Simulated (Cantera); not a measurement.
What does this Cantera script print?

```python
import numpy as np
import cantera as ct

gas_names = [...]  # 130 gases of nasa_gas.yaml made of C, H, Mg, O, S
cond_names = """
    C(gr) C6H6(L) C7H8(L) C8H18(L),n-octa H2O(s) H2O(L) H2SO4(L) Mg(cr) Mg(L) MgCO3(s) MgO(s) MgO(L)
    MgO2H2(s) MgS(s) MgSO4(s) MgSO4(L) S(cr1) S(cr2) S(L)
""".split()


# ... load() reads the species with a 1 bar reference pressure and builds the phases ...
atoms = {
    'MgCO3': {'Mg': 1, 'C': 1, 'O': 3},
    'H2S': {'H': 2, 'S': 1},
    'CO2': {'C': 1, 'O': 2},
}
top_T = {'C(gr)': 4500, 'MgS(s)': 2250}  # K; cautious upper limits of use, not melting points


# ... equilibrate(T, P, feed) seeds the gas with the atoms and calls Mixture.equilibrate('TP', solver="vcs", rtol=1e-11, max_steps=5000) ...
results = []
feed = {'MgCO3': 1, 'H2S': 1.6, 'CO2': 0.57}  # mol
P = 1000  # Pa
for T in [800, 850, 900, 950, 1000, 1050, 1100, 1150, 1200, 1250, 1300, 1350]:
    mix = equilibrate(T, P, feed)
    results.append((T, P, feed, dict(zip(mix.species_names, mix.species_moles))))

top = {s: max(r[3][s] / sum(r[3][g] for g in gas_names) for r in results) for s in gas_names}
cols = sorted((s for s in top if top[s] > 1e-06), key=lambda s: -top[s])[:6]
seen = [c for c in cond_names if any(r[3].get(c, 0) > 1e-12 for r in results)]
print("log10 of partial pressures in bar; condensed amounts in mol")
print(f"{'T/K':>10s}" + "".join(f"{s[:9]:>10s}" for s in cols + seen))
for T, P, feed, n in results:
    ng = sum(n[g] for g in gas_names)
    print(f"{T:10.4g}" + "".join(f"{np.log10(max(n[s] / ng * P / 1e5, 1e-99)):10.3f}" for s in cols)
          + "".join(f"{n.get(c, 0):10.4g}" for c in seen))
```

It prints:

```
log10 of partial pressures in bar; condensed amounts in mol
       T/K       CO2       H2S        CO       H2O        S2        H2    MgO(s)
       800    -2.366    -2.372    -3.561    -3.264    -3.677    -3.835         1
       850    -2.389    -2.404    -3.348    -3.155    -3.467    -3.630         1
       900    -2.418    -2.449    -3.179    -3.055    -3.296    -3.454         1
       950    -2.453    -2.506    -3.047    -2.966    -3.158    -3.307         1
      1000    -2.492    -2.576    -2.943    -2.891    -3.048    -3.185         1
      1050    -2.534    -2.659    -2.863    -2.829    -2.963    -3.087         1
      1100    -2.577    -2.753    -2.802    -2.780    -2.896    -3.011         1
      1150    -2.618    -2.857    -2.754    -2.741    -2.846    -2.953         1
      1200    -2.657    -2.966    -2.717    -2.712    -2.810    -2.910         1
      1250    -2.693    -3.080    -2.688    -2.689    -2.784    -2.879         1
      1300    -2.726    -3.194    -2.664    -2.673    -2.766    -2.857         1
      1350    -2.759    -3.306    -2.643    -2.662    -2.755    -2.840         1
```

Method: chemical equilibrium by Gibbs-energy minimisation in Cantera with the NASA 1993 tables (ideal gas, pure condensed phases). Gases not in the tables: S3 to S7.
